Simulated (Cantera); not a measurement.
Charge: 1 mol SiC, 0.18 mol CO₂, 26 mol H₂, at 925 K and 1 atm.

These are equilibrium values from Cantera (NASA tables, ideal gas, pure condensed phases), not measurements of a reactor. Candidate condensed phases: C, C₆H₆, C₇H₈, C₈H₁₈, H₂O, Si, SiC, SiO₂; 123 gas species. Rates play no part.

Base state: H₂ 0.986, CH₄ 0.0140 (mole fractions); condensed: SiC(s) + SiO₂(β-quartz).

Task: What changes in the equilibrium state with this change: CO₂ from 0.18 to 1.4 mol?

Result: 
| species | before | after |
|---|---|---|
| H₂ | 0.986 | 0.877 |
| CH₄ | 0.0140 | 0.0903 |
| H₂O | 2.35e-9 | 0.0233 |
| CO | <1e-9 | 0.00900 |
| CO₂ | <1e-9 | 0.000483 |
| SiC(s), mol | 0.820 | 0 |
| SiO₂(β-quartz), mol | 0.180 | 1.00 |

Task: What changes in the equilibrium state with this change: temperature from 925 K to 2198.15 K?

Result: 
| species | before | after |
|---|---|---|
| H₂ | 0.986 | 0.980 |
| CO | <1e-9 | 0.0103 |
| H | <1e-9 | 0.00548 |
| CH₄ | 0.0140 | 5.37e-5 |
| SiO | <1e-9 | 0.00333 |
| Si | <1e-9 | 0.000183 |
| SiH₂ | <1e-9 | 0.000148 |
| SiC(s), mol | 0.820 | 0.900 |
| SiO₂(β-quartz), mol | 0.180 | 0 |
Gases not in the tables: Si₂H₆ and higher silanes.
